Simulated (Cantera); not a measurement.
A perfectly stirred reactor is fed with H2 : O2 : N2 = 0.27 : 1 : 0.5 (molar parts), at 10.00 Torr; it is held at 900 K, and followed from long to short residence time.

Cantera simulation using GRI-Mech 3.0 (53 species, 325 reactions); the numbers are that mechanism's predictions, not measurements. Radical loss at walls, strong at low pressure, is not modelled. Below about 950 K walls govern HO2 and H2O2 in real vessels. The temperature is held fixed by assumption; the heat of reaction is taken as removed at once.

**Question.** What does this change do: temperature 900 to 1275 K?

**Answer.** 
```tsv
quantity	before	after
x(H2) at τ = 4.60 s	0.00111	0.000271
x(O2) at τ = 4.60 s	0.529	0.527
x(O) at τ = 4.60 s	0.000298	0.00142
x(NO) at τ = 4.60 s	4.31e-9	1.65e-7
x(NO2) at τ = 4.60 s	8.51e-12	3.18e-11
x(H2) at τ = 22.0 ms	0.0205	0.00615
x(O2) at τ = 22.0 ms	0.527	0.498
x(O) at τ = 22.0 ms	0.00557	0.0337
x(NO) at τ = 22.0 ms	6.08e-8	1.28e-6
x(NO2) at τ = 22.0 ms	2.13e-12	2.01e-11
```
